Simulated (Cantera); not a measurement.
Silicon carbide growth: SiH2Cl2 + CH4 + H2

Feed: 1 mol SiH2Cl2, 0.83 mol CH4, 11 mol H2, held at 13300 Pa.

These are equilibrium values from Cantera (NASA tables, ideal gas, pure condensed phases), not measurements of a reactor. Candidate condensed phases: C, C6H6, C7H8, C8H18, Si, SiC; 109 gas species. The tables' values for SiCl3, SiCl are old estimates; treat these amounts as uncertain. Gases not in the tables: Si2H6 and higher silanes. The numbers say what is thermodynamically allowed, not how fast it happens.

From 652 °C to 1852 °C the condensed part is SiC(s). The main Si-bearing gas is SiCl4 at 652 °C and SiCl2 at 1852 °C.

```csv
T (°C),x H2,x HCl,x SiCl4,x CH4,x SiCl2,x H,x SiHCl3,n SiC(s)
652,0.917,0.0467,0.0224,0.0120,1.39e-6,6.83e-10,0.00160,0.660
752,0.902,0.0789,0.0139,0.00359,1.32e-5,1.13e-8,0.00137,0.778
852,0.896,0.0919,0.00993,0.000415,0.000154,1.15e-7,0.00168,0.824
952,0.891,0.0967,0.00719,5.26e-5,0.00133,8.06e-7,0.00207,0.829
1052,0.885,0.104,0.00345,1.61e-5,0.00487,4.21e-6,0.00151,0.830
1152,0.879,0.109,0.00103,1.01e-5,0.00841,1.75e-5,0.000648,0.830
1252,0.877,0.112,0.000259,8.59e-6,0.0102,6.07e-5,0.000229,0.830
1352,0.876,0.112,6.86e-5,8.01e-6,0.0109,0.000181,8.33e-5,0.830
1452,0.875,0.113,2.05e-5,7.70e-6,0.0112,0.000476,3.30e-5,0.830
1552,0.874,0.113,6.93e-6,7.50e-6,0.0113,0.00113,1.43e-5,0.830
1652,0.873,0.113,2.60e-6,7.38e-6,0.0113,0.00245,6.73e-6,0.830
1752,0.870,0.113,1.07e-6,7.37e-6,0.0111,0.00492,3.37e-6,0.829
1852,0.865,0.113,4.65e-7,7.55e-6,0.0107,0.00925,1.76e-6,0.827
```
x: gas mole fraction; n: condensed amount in mol.
